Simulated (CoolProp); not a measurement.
Vapour-liquid equilibrium of toluene (1) + o-xylene (2) at 0.208 MPa; x and y are mole fractions of (1).

Model: multi-fluid Helmholtz-energy mixture model, Lemmon 2006 and Zhou 2012; pair parameters Bell 2016, in CoolProp.

| x | bubble temperature, mixture model (K) | bubble temperature, Raoult's law (K) | y, mixture model | y, Raoult's law |
|---|---|---|---|---|
| 0.05 | 444.5 | 444.3 | 0.096 | 0.104 |
| 0.15 | 439.9 | 439.5 | 0.269 | 0.283 |
| 0.25 | 435.5 | 435.1 | 0.415 | 0.431 |
| 0.35 | 431.4 | 431.1 | 0.539 | 0.553 |
| 0.45 | 427.5 | 427.4 | 0.643 | 0.655 |
| 0.55 | 424.0 | 423.9 | 0.731 | 0.741 |
| 0.65 | 420.8 | 420.7 | 0.806 | 0.814 |
| 0.75 | 417.8 | 417.8 | 0.871 | 0.877 |
| 0.85 | 415.0 | 415.0 | 0.927 | 0.932 |
| 0.95 | 412.4 | 412.4 | 0.977 | 0.979 |

The largest gap from Raoult's law is +0.4 K in bubble temperature, at x = 0.25. No azeotrope shows between x = 0.05 and 0.95.

The pair parameters rest on a limited set of measurements; away from them the model extrapolates.
